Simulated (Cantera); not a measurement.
**Adiabatic ignition**

An adiabatic, constant-pressure homogeneous reactor starts with 7.96 % CH4, 1.43 % C2H6, 19.0 % O2, 71.6 % N2, at 1775 K and 750 Torr.

Cantera simulation using GRI-Mech 3.0 (53 species, 325 reactions); the numbers are that mechanism's predictions, not measurements.

```json
[
 {"t (s)": "2.00e-6", "T (K)": "1769", "x CH4": "0.0795", "x C2H6": "0.0136", "x O2": "0.190", "x CO": "1.63e-6", "x CH3": "0.00133"},
 {"t (s)": "1.03e-5", "T (K)": "1761", "x CH4": "0.0760", "x C2H6": "0.00986", "x O2": "0.187", "x CO": "0.000595", "x CH3": "0.00486"},
 {"t (s)": "5.28e-5", "T (K)": "2642", "x CH4": "<1e-12", "x C2H6": "<1e-12", "x O2": "0.0233", "x CO": "0.0627", "x CH3": "<1e-12"},
 {"t (s)": "0.000271", "T (K)": "2839", "x CH4": "<1e-12", "x C2H6": "<1e-12", "x O2": "0.0187", "x CO": "0.0596", "x CH3": "<1e-12"},
 {"t (s)": "0.00139", "T (K)": "2850", "x CH4": "<1e-12", "x C2H6": "<1e-12", "x O2": "0.0163", "x CO": "0.0597", "x CH3": "<1e-12"},
 {"t (s)": "0.00717", "T (K)": "2848", "x CH4": "<1e-12", "x C2H6": "<1e-12", "x O2": "0.0159", "x CO": "0.0598", "x CH3": "<1e-12"},
 {"t (s)": "0.0368", "T (K)": "2848", "x CH4": "<1e-12", "x C2H6": "<1e-12", "x O2": "0.0159", "x CO": "0.0598", "x CH3": "<1e-12"},
 {"t (s)": "0.189", "T (K)": "2848", "x CH4": "<1e-12", "x C2H6": "<1e-12", "x O2": "0.0159", "x CO": "0.0598", "x CH3": "<1e-12"},
 {"t (s)": "0.973", "T (K)": "2848", "x CH4": "<1e-12", "x C2H6": "<1e-12", "x O2": "0.0159", "x CO": "0.0598", "x CH3": "<1e-12"},
 {"t (s)": "5.00", "T (K)": "2848", "x CH4": "<1e-12", "x C2H6": "<1e-12", "x O2": "0.0159", "x CO": "0.0598", "x CH3": "<1e-12"}
]
```
x: mole fraction; the columns are a selection and need not sum to one.

| Property | Result |
|---|---|
| time of steepest temperature rise | 34.3 µs |
| temperature at 5.00 s | 2848 K |
| equilibrium temperature | 2848 K |
| x(CH4) at 5.00 s | <1e-12 (gas-phase equilibrium <1e-12) |
| x(C2H6) at 5.00 s | <1e-12 (gas-phase equilibrium <1e-12) |
| x(O2) at 5.00 s | 0.0159 (gas-phase equilibrium 0.0159) |
